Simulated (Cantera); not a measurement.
An isothermal, constant-pressure homogeneous reactor starts with 0.357 % CH₃OH, 0.486 % O₂, 99.2 % N₂, at 1075 K and 2700 Torr.

Cantera simulation using GRI-Mech 3.0 (53 species, 325 reactions); the numbers are that mechanism's predictions, not measurements. GRI-Mech 3.0 was tuned for natural gas; its chemistry of methanol as a main component is partial and can be far from experiment.

Predict: x(O₂) at 1.00 s; x(CO) at 1.00 s; x(H₂) at 1.00 s.


```json
{
 "x(O₂) at 1.00 s": "1.43e-7 (gas-phase equilibrium <1e-12)",
 "x(CO) at 1.00 s": "0.000609 (gas-phase equilibrium 0.000315)",
 "x(H₂) at 1.00 s": "0.000380 (gas-phase equilibrium 0.000674)"
}
```
